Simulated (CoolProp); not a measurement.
Properties of nitrous oxide at several states (Tc = 36.4 °C, pc = 7245 kPa, ω = 0.161).

The numbers come from the reference Helmholtz-energy equation of state, Lemmon 2006 in CoolProp. It is a short technical equation, of lower accuracy than the large ones.

```tsv
T (°C)	p (kPa)	phase	cp (kJ/(kg K))	cv (kJ/(kg K))	speed of sound (m/s)	isothermal compressibility (1/MPa)	expansivity (1/kK)
85.25	4750	gas	1.184	0.7964	[?]	0.2508	4.731
11.55	359	gas	[?]	0.6824	258.9	2.851	3.774
-80.35	11200	liquid	1.695	[?]	[?]	0.001128	2.303
-50.45	2020	liquid	[?]	[?]	901.5	[?]	[?]
```

Task: Complete the blanks.

Result: 
- 85.25, speed of sound (m/s): 267.8
- 11.55, cp (kJ/(kg K)): 0.8906
- -80.35, cv (kJ/(kg K)): 0.9533
- -80.35, speed of sound (m/s): 1135
- -50.45, cp (kJ/(kg K)): 1.788
- -50.45, cv (kJ/(kg K)): 0.9223
- -50.45, isothermal compressibility (1/MPa): 0.002140
- -50.45, expansivity (1/kK): 3.045
